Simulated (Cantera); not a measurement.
Feed: 1 mol borazine, 0.17 mol O₂, 99 mol H₂, held at 1625 K and 10000 Pa.

These are equilibrium values from Cantera (NASA tables, ideal gas, pure condensed phases), not measurements of a reactor. Candidate condensed phases: B, BN, B₂O₃, B₃O₃H₃, H₂O; 39 gas species. The feed counts by its element totals alone. Equilibrium is a limit: real reactors are often held back by kinetics, nucleation or transport.

Base state: H₂ 0.995, HBO 0.00265, N₂ 0.00150, H 0.000223, HBO₂ 0.000208, H₂O 8.70e-5, B₂O₂ 3.86e-5, B₂O₃ 2.51e-5 (mole fractions); condensed: BN(s).

Question: What changes in the equilibrium state with this change: temperature from 1625 K to 2075 K?

Answer: 
```json
[
 {"species": "H₂", "before": "0.995", "after": "0.984"},
 {"species": "H", "before": "0.000223", "after": "0.00836"},
 {"species": "N₂", "before": "0.00150", "after": "0.00346"},
 {"species": "HBO", "before": "0.00265", "after": "0.00292"},
 {"species": "B₂O₃", "before": "2.51e-5", "after": "2.69e-8"},
 {"species": "BH₂", "before": "9.09e-7", "after": "0.000697"},
 {"species": "BN(s), mol", "before": "2.69", "after": "2.29"},
 {"species": "B(s), mol", "before": "0", "after": "0.299"}
]
```
Mutual solubility and eutectic melting of coexisting phases are not modelled. The tables' values for BH₂ are old estimates; treat these amounts as uncertain. Gases not in the tables: B₂H₆ and higher boranes.

Question: What changes in the equilibrium state with this change: temperature from 1625 K to 2150 K?

Answer: 
```tsv
species	before	after
H₂	0.995	0.973
H	0.000223	0.0132
N₂	0.00150	0.00943
HBO	0.00265	0.00276
B	<1e-9	1.36e-5
B₂O₃	2.51e-5	1.48e-8
BH₂	9.09e-7	0.00101
HBO₂	0.000208	3.62e-7
BN(s), mol	2.69	1.04
B(s), mol	0	1.51
```
Mutual solubility and eutectic melting of coexisting phases are not modelled. The tables' values for BH₂ are old estimates; treat these amounts as uncertain. Gases not in the tables: B₂H₆ and higher boranes.

Question: What changes in the equilibrium state with this change: O₂ from 0.17 to 0.11 mol?

Answer: 
```
species       before    after
----------  --------  -------
H₂             0.995    0.997
HBO          0.00265  0.00186
N₂           0.00150  0.00101
B₂O₃         2.51e-5  7.13e-6
HBO₂        0.000208  8.40e-5
B₂O₂         3.86e-5  1.90e-5
H₂O          8.70e-5  5.01e-5
BO           1.30e-5  9.16e-6
BN(s), mol      2.69     2.79
```
